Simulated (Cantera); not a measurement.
Charge: 1 mol BN, 2.5 mol NF3, held at 1075 °C and 0.700 bar.

These are equilibrium values from Cantera (NASA tables, ideal gas, pure condensed phases), not measurements of a reactor. Candidate condensed phases: B, BN; 13 gas species. Rates play no part.

Base state: F 0.483, N2 0.265, BF3 0.152, F2 0.0994, NF3 8.73e-5 (mole fractions); condensed: gas only.

Q: What changes in the equilibrium state with this change: temperature from 1075 °C to 1427 °C?

A: 
```tsv
species	before	after
F	0.483	0.611
N2	0.265	0.243
BF3	0.152	0.139
F2	0.0994	0.00724
NF3	8.73e-5	1.64e-7
```
